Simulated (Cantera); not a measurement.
Cantera run:

```python
import numpy as np
import cantera as ct

gas_names = """
    CL CL2 H HCL H2 N NH NH2 NH3 N2 N2H2 N2H4 Si SiCL SiCL2 SiCL3 SiCL4 SiH SiHCL3 SiH2 SiH2CL2 SiH3
    SiH3CL SiH4 SiN Si2 Si2N Si3
""".split()
cond_names = """
    NH4CL(a) NH4CL(b) Si(cr) Si(L) Si3N4(a)
""".split()


# ... load() reads the species with a 1 bar reference pressure and builds the phases ...
atoms = {
    'SiHCl3': {'Si': 1, 'H': 1, 'CL': 3},
    'N2': {'N': 2},
    'H2': {'H': 2},
}
top_T = {'Si3N4(a)': 2400}  # K; cautious upper limits of use, not melting points


# ... equilibrate(T, P, feed) seeds the gas with the atoms and calls Mixture.equilibrate('TP', solver="vcs", rtol=1e-11, max_steps=5000) ...
results = []
feed = {'SiHCl3': 1, 'N2': 6.3, 'H2': 0.83}  # mol
P = 65000  # Pa
for T in [1075, 1150, 1225, 1300, 1375, 1450, 1525, 1600, 1675, 1750, 1825]:
    mix = equilibrate(T, P, feed)
    results.append((T, P, feed, dict(zip(mix.species_names, mix.species_moles))))

top = {s: max(r[3][s] / sum(r[3][g] for g in gas_names) for r in results) for s in gas_names}
cols = sorted((s for s in top if top[s] > 1e-05), key=lambda s: -top[s])[:8]
seen = [c for c in cond_names if any(r[3].get(c, 0) > 1e-12 for r in results)]
print("log10 of partial pressures in bar; condensed amounts in mol")
print(f"{'T/K':>10s}" + "".join(f"{s[:9]:>10s}" for s in cols + seen))
for T, P, feed, n in results:
    ng = sum(n[g] for g in gas_names)
    print(f"{T:10.4g}" + "".join(f"{np.log10(max(n[s] / ng * P / 1e5, 1e-99)):10.3f}" for s in cols)
          + "".join(f"{n.get(c, 0):10.4g}" for c in seen))
```

Output:

```
log10 of partial pressures in bar; condensed amounts in mol
       T/K        N2       HCL        H2     SiCL2     SiCL4     SiCL3    SiHCL3        CL  Si3N4(a)
      1075    -0.338    -0.943    -1.332    -6.324    -1.525    -4.524    -3.820    -8.154     0.205
      1150    -0.339    -0.930    -1.349    -5.441    -1.540    -4.010    -3.652    -7.438    0.2087
      1225    -0.339    -0.919    -1.364    -4.670    -1.555    -3.562    -3.506    -6.808    0.2116
      1300    -0.340    -0.910    -1.378    -3.993    -1.572    -3.169    -3.381    -6.252    0.2135
      1375    -0.340    -0.904    -1.389    -3.395    -1.594    -2.826    -3.274    -5.757    0.2139
      1450    -0.341    -0.902    -1.396    -2.868    -1.630    -2.530    -3.189    -5.317    0.2113
      1525    -0.342    -0.904    -1.398    -2.410    -1.691    -2.287    -3.132    -4.927    0.2032
      1600    -0.343    -0.915    -1.391    -2.023    -1.800    -2.107    -3.117    -4.586    0.1857
      1675    -0.345    -0.940    -1.370    -1.714    -1.985    -2.008    -3.159    -4.297    0.1559
      1750    -0.346    -0.981    -1.335    -1.489    -2.264    -2.001    -3.273    -4.060    0.1159
      1825    -0.347    -1.040    -1.290    -1.337    -2.627    -2.075    -3.451    -3.869   0.07251
```

Equilibrium computed with Cantera from the NASA thermochemical tables; the gas is ideal and each condensed phase is pure. N2 is the only nitrogen source here; it is nearly inert below about 1500 K, so the nitride shown seldom forms there in practice. The tables' values for SiCl3, SiCl are old estimates; treat these amounts as uncertain.
